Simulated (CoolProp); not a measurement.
The fluid at 293.15 K and 10.1 MPa is throttled through a valve to 2.33 MPa with no heat exchange. The same conditions are run with several fluids, on thermodynamics alone (safety and materials aside).

Computed with CoolProp (reference Helmholtz-energy equation of state of each fluid (sulfur dioxide: Gao 2016; n-heptane: Span 2003; n-pentane: Thol 2019; isobutene: Lemmon 2005; hydrogen sulfide: Lemmon 2006)).

Task: Rank sulfur dioxide, n-heptane, n-pentane, isobutene, hydrogen sulfide by temperature change (K), highest first.

Result: n-heptane (+3.3), n-pentane (+3.1), isobutene (+2.5), sulfur dioxide (+1.8), hydrogen sulfide (+0.6)

```json
[
 {"fluid": "sulfur dioxide", "final density (kg/m³)": "1380"},
 {"fluid": "n-heptane", "final density (kg/m³)": "683"},
 {"fluid": "n-pentane", "final density (kg/m³)": "626"},
 {"fluid": "isobutene", "final density (kg/m³)": "595"},
 {"fluid": "hydrogen sulfide", "final density (kg/m³)": "787"}
]
```
